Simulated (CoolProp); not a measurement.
Saturation properties of ethanol.

Computed with CoolProp (reference Helmholtz-energy equation of state, Schroeder 2014).

```
T (K)     p (MPa)  liquid cp (kJ/(kg K))  vapour viscosity (µPa s)
-----  ----------  ---------------------  ------------------------
353.2      0.1080                  2.949                      10.4
359        0.1349                  3.012                (withheld)
364.8      0.1670                  3.077                      10.8
370.6      0.2053                  3.144                      10.9
376.3      0.2495                  3.212                      11.1
382.1      0.3022                  3.283                      11.3
387.9      0.3635                  3.357                      11.5
393.7  (withheld)                  3.432                      11.6
399.5      0.5161                  3.509                      11.8
405.3      0.6095                  3.588                      12.0
411.1      0.7157             (withheld)                      12.2
416.9      0.8359                  3.747                      12.3
422.7      0.9714                  3.827                      12.5
428.5       1.123                  3.905                      12.7
434.2       1.290                  3.982                      12.9
```

**Question.** Complete the blanks.

**Answer.** 
- 359, vapour viscosity (µPa s): 10.6
- 393.7, p (MPa): 0.4345
- 411.1, liquid cp (kJ/(kg K)): 3.668

It boils at 351.6 K under 1 atm.

Viscosity comes from a separate model (Kiselev 2005).
